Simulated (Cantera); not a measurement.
An adiabatic, constant-volume homogeneous reactor starts with H2 : O2 : N2 = 1 : 0.5 : 4.55 (molar parts), at 1300 K and 44000 Pa.

Computed with Cantera and the H2/O2 subset of GRI-Mech 3.0, which has no nitrogen chemistry.

Task: Predict: time of steepest temperature rise; temperature at 1.00 s; equilibrium temperature; x(H2) at 1.00 s; x(O2) at 1.00 s; x(OH) at 1.00 s; x(H) at 1.00 s; x(O) at 1.00 s.

Result: 
```json
{
  "time_of_steepest_temperature_rise": "0.113 ms",
  "temperature at 1.00 s": "2530 K",
  "equilibrium_temperature": "2530 K",
  "x(H2) at 1.00 s": "0.0157 (gas-phase equilibrium 0.0157)",
  "x(O2) at 1.00 s": "0.00595 (gas-phase equilibrium 0.00595)",
  "x(OH) at 1.00 s": "0.00863 (gas-phase equilibrium 0.00863)",
  "x(H) at 1.00 s": "0.00405 (gas-phase equilibrium 0.00405)",
  "x(O) at 1.00 s": "0.00146 (gas-phase equilibrium 0.00146)"
}
```
